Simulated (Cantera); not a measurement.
Source: NASA polynomial tables (part measured, part estimated), evaluated in Cantera. Values are per mole of reaction as written; species without (g) are pure solids or liquids, kept so even where they would boil at 1 bar.

V + O2(g) = VO2(g)

| T (K) | ΔH° (kJ) | ΔS° (J/K) | ΔG° (kJ) | log10 K | condensed phases |
|---|---|---|---|---|---|
| 1473 | ___ | ___ | ___ | ___ | V(s) |
| 1623 | -246.1 | 15.3 | -270.8 | 8.72 | V(s) |
| 1773 | -248.6 | 13.8 | -273.0 | 8.04 | V(s) |
| 1923 | -251.4 | 12.3 | -275.0 | 7.47 | V(s) |
| 2073 | -254.6 | 10.7 | -276.7 | 6.97 | V(s) |
| 2223 | -281.1 | -1.4 | -277.8 | 6.53 | V(l) |
| 2373 | -285.1 | -3.2 | -277.5 | 6.11 | V(l) |
| 2523 | ___ | ___ | ___ | ___ | V(l) |
| 2673 | ___ | ___ | ___ | ___ | V(l) |
| 2823 | -297.5 | -8.0 | -274.9 | 5.09 | V(l) |
| 2973 | -301.7 | -9.4 | -273.6 | 4.81 | V(l) |

Question: Some entries are withheld; supply them.

Answer: 
- 1473, ΔH° (kJ): -243.8
- 1473, ΔS° (J/K): 16.7
- 1473, ΔG° (kJ): -268.4
- 1473, log10 K: 9.52
- 2523, ΔH° (kJ): -289.2
- 2523, ΔS° (J/K): -4.9
- 2523, ΔG° (kJ): -276.9
- 2523, log10 K: 5.73
- 2673, ΔH° (kJ): -293.3
- 2673, ΔS° (J/K): -6.5
- 2673, ΔG° (kJ): -276.0
- 2673, log10 K: 5.39
